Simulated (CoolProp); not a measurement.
Vapour pressure (bar) of ethanol: the reference equation beside estimates from Tc = 241.6 °C, pc = 62.68 bar, ω = 0.644. Clausius-Clapeyron is anchored at 35.05 °C with a constant enthalpy of vaporisation of 41.89 kJ/mol.

Computed with CoolProp (reference Helmholtz-energy equation of state, Schroeder 2014).

```
T (°C)  reference  Clausius-Clapeyron  van der Waals  Redlich-Kwong
------  ---------  ------------------  -------------  -------------
-0.85     0.01508             0.01597          2.528         0.2995
8.05      0.02771             0.02869          3.101         0.4462
17.05     0.04913             0.05001          3.766         0.6473
26.05     0.08377             0.08430          4.524         0.9131
35.05      0.1379              0.1379          5.381          1.256
44.05      0.2197              0.2192          6.343          1.691
53.05      0.3399              0.3398          7.415          2.230
62.05      0.5119              0.5144          8.603          2.888
71.05      0.7521              0.7621          9.910          3.681
80.05       1.080               1.107          11.34          4.623
89.05       1.519               1.577          12.91          5.729
97.95       2.089               2.202          14.58          6.998
106.95      2.831               3.037          16.42          8.475
115.95      3.774               4.127          18.39          10.16
124.95      4.954               5.531          20.52          12.06
```

Absolute difference from the reference over all 15 rows, mean and median: Clausius-Clapeyron 3.6 and 2.5 %, van der Waals 3704.6 and 1580.6 %, Redlich-Kwong 656.4 and 464.2 %.
